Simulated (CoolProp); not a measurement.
Computed with CoolProp (reference Helmholtz-energy equation of state, Akasaka 2023).

Q: For R1336mzz(E), give the phase and the cp (kJ/(kg K)), speed of sound (m/s) at 109.15 °C and 1.01 bar.

A: 
- 109.15 °C and 1.01 bar: gas; cp 0.896, speed of sound 141
